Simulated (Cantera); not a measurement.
Charge: 1 mol SiCl₄, 3.4 mol NH₃, a varied amount of H₂, equilibrated at 1723.15 K and 2400 Pa.

Cantera equilibrium calculation (NASA polynomials, part measured and part estimated; ideal gas, pure solids and liquids). Candidate condensed phases: NH₄Cl, Si, Si₃N₄; 28 gas species. Gases not in the tables: Si₂H₆ and higher silanes. Equilibrium is a limit: real reactors are often held back by kinetics, nucleation or transport.

Q: Which condensed phases are stable at each of these points (n(H₂) (mol)): 0.88, 1.3, 1.9, 2.9, 4.3, 6.4, 9.6, 14, 21, 32, 47?

A: 
```
n(H₂) (mol)  condensed phases  Si condensed (%)
-----------  ----------------  ----------------
0.88                 gas only               0.0
1.3                  gas only               0.0
1.9                  gas only               0.0
2.9                  gas only               0.0
4.3                  gas only               0.0
6.4                  gas only               0.0
9.6                  gas only               0.0
14                      Si(l)               8.6
21                      Si(l)              19.6
32                      Si(l)              31.8
47                      Si(l)              43.0
```

From 0.88 mol H₂ to 9.6 mol H₂ nothing is condensed. From 14 mol H₂ to 47 mol H₂ the condensed part is Si(l).
